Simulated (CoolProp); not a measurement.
A simple Rankine cycle with sulfur dioxide: condensing at 325.15 K, boiler at 4.79 MPa, turbine inlet 416.5 K, turbine efficiency 0.85, pump efficiency 0.7, no recuperator. Each further row changes one setting.

Model: reference Helmholtz-energy equation of state, Gao 2016, in CoolProp.

```csv
case,thermal efficiency (%),net work (kJ/kg),heat in (kJ/kg),turbine exit temperature (K),volume ratio over the turbine
as stated,13.3,45.4,341,325.1,4.83
turbine inlet 436.5 K,13.8,50.4,365,325.1,4.49
condensing temperature 317.15 K,14.6,51.5,352,317.1,5.96
boiler pressure 3.35 MPa,11.4,41.7,366,325.1,3.18
turbine efficiency 0.75,11.6,39.6,341,325.1,4.92
```

The expansion ends wet for: as stated; turbine inlet 436.5 K; condensing temperature 317.15 K; boiler pressure 3.35 MPa; turbine efficiency 0.75.
